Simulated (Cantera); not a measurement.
Charge: 1 mol Si, 0.8 mol HCl, 0.24 mol H₂, equilibrated at 648 K and 1.00 bar.

Cantera equilibrium calculation (NASA polynomials, part measured and part estimated; ideal gas, pure solids and liquids). Candidate condensed phases: Si; 19 gas species. Equilibrium is a limit: real reactors are often held back by kinetics, nucleation or transport.

Base state: H₂ 0.733, SiCl₄ 0.176, SiHCl₃ 0.0887, SiH₂Cl₂ 0.00258, HCl 0.000113, SiH₃Cl 1.54e-5 (mole fractions); condensed: Si(s).

### Question
What changes in the equilibrium state with this change: temperature from 648 K to 1198.15 K?

### Answer
| species | before | after |
|---|---|---|
| H₂ | 0.733 | 0.702 |
| SiCl₄ | 0.176 | 0.163 |
| SiHCl₃ | 0.0887 | 0.0665 |
| HCl | 0.000113 | 0.0463 |
| SiCl₃ | 1.62e-6 | 0.0115 |
| SiCl₂ | 9.92e-9 | 0.00718 |
| SiH₃Cl | 1.54e-5 | 5.19e-5 |
| SiH₂Cl₂ | 0.00258 | 0.00355 |
| Si(s), mol | 0.781 | 0.789 |
The tables' values for SiCl₃ are old estimates; treat these amounts as uncertain.
